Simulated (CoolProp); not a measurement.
Vapour-liquid equilibrium of R125 (1) + isobutane (2) at 276 K; x and y are mole fractions of (1).

The numbers come from the multi-fluid Helmholtz-energy mixture model, Lemmon 2005 and Bücker 2006; pair parameters Bell 2016 in CoolProp.

| x | bubble pressure (bar) | y at the bubble point | dew pressure at overall composition x (bar) | liquid density (mol/L) |
|---|---|---|---|---|
| 0.05 | ___ | ___ | 1.824 | 9.950 |
| 0.125 | ___ | 0.570 | 1.976 | 9.975 |
| 0.2 | ___ | 0.664 | 2.156 | 9.998 |
| 0.275 | 5.390 | 0.717 | 2.369 | 10.02 |
| 0.35 | 5.873 | 0.750 | 2.628 | 10.05 |
| 0.425 | 6.225 | 0.774 | 2.948 | 10.08 |
| 0.5 | 6.489 | ___ | 3.352 | 10.11 |
| 0.575 | 6.698 | 0.808 | 3.876 | 10.16 |
| 0.65 | 6.876 | 0.824 | 4.571 | 10.22 |
| 0.725 | 7.038 | 0.843 | 5.503 | 10.31 |
| 0.8 | 7.187 | 0.866 | 6.595 | 10.42 |
| 0.875 | 7.308 | 0.900 | 7.226 | 10.56 |
| 0.95 | 7.366 | 0.950 | 7.366 | 10.74 |

Complete the blanks.


- 0.05, bubble pressure (bar): 2.676
- 0.05, y at the bubble point: 0.362
- 0.125, bubble pressure (bar): 3.838
- 0.2, bubble pressure (bar): 4.728
- 0.5, y at the bubble point: 0.792

No azeotrope shows between x = 0.05 and 0.95.

Pair parameters are fitted to limited data, so mixtures are less certain than the pure fluids. With so large a gap from Raoult's law the liquid may split in two, which this calculation doesn't test in full.
